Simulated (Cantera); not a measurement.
A closed system holds: 1 mol B2O3, 0.95 mol NF3, 47 mol H2, at 0.390 bar.

These are equilibrium values from Cantera (NASA tables, ideal gas, pure condensed phases), not measurements of a reactor. Candidate condensed phases: B, BN, B2O3, B3O3H3, H2O; 62 gas species. The tables' values for BF2 are old estimates; treat these amounts as uncertain. Gases not in the tables: H3BO3. Rates play no part. All values below are at 1575 K.

Base state: H2 0.914, BOF 0.0304, HF 0.0218, H2O 0.0144, N2 0.00954, HBO2 0.00707, BF3 0.00146, HBO 0.000382 (mole fractions); condensed: gas only.

Q: What changes in the equilibrium state with this change: pressure from 0.390 bar to 0.710 bar?

A: 
```tsv
species	before	after
H2	0.914	0.917
BOF	0.0304	0.0274
HF	0.0218	0.0217
BF3	0.00146	0.00231
H2O	0.0144	0.0148
B3O3F3	0.000146	0.000353
BHF2	7.44e-5	0.000119
H	6.36e-5	4.72e-5
B2O3	0.000156	0.000131
B2O3(l), mol	0	0.0539
```
